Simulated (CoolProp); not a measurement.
Saturation properties of isopentane.

Values from CoolProp's reference Helmholtz-energy equation of state, Lemmon 2006. It is a short technical equation, of lower accuracy than the large ones.

```
T (K)  p (kPa)  liquid cp (kJ/(kg K))  vapour Z  surface tension (mN/m)  liquid conductivity (mW/(m K))
-----  -------  ---------------------  --------  ----------------------  ------------------------------
326.6    227.2                  2.432    0.9226                    11.4                            93.2
333.7    277.3                  2.474    0.9112                    10.7                            91.1
340.8    335.3                  2.518    0.8987                    9.99                            89.0
347.9    402.1                  2.564    0.8850                    9.28                            86.9
355      478.3                  2.613    0.8703                    8.58                            84.8
362.1    564.9                  2.663    0.8543                    7.88                            82.7
369.2    662.6                  2.717    0.8370                    7.20                            80.6
376.3    772.4                  2.775    0.8184                    6.53                            78.4
383.4    895.1                  2.837    0.7983                    5.87                               ?
390.5     1032                      ?    0.7766                    5.22                            74.1
397.6     1183                  2.982    0.7531                    4.58                            71.9
404.7     1350                  3.069    0.7277                    3.96                            69.7
411.8     1535                      ?         ?                    3.36                            67.6
418.9     1737                  3.296    0.6697                       ?                            65.4
426       1960                      ?    0.6362                    2.21                            63.4
```

**Question.** Some entries are withheld; supply them.

**Answer.** 
- 383.4, liquid conductivity (mW/(m K)): 76.3
- 390.5, liquid cp (kJ/(kg K)): 2.905
- 411.8, liquid cp (kJ/(kg K)): 3.171
- 411.8, vapour Z: 0.7000
- 418.9, surface tension (mN/m): 2.78
- 426, liquid cp (kJ/(kg K)): 3.456

It boils at 301.0 K under 1 atm.

Thermal conductivity comes from a separate model (Vassiliou 2015). Surface tension comes from a separate correlation (Mulero 2012).
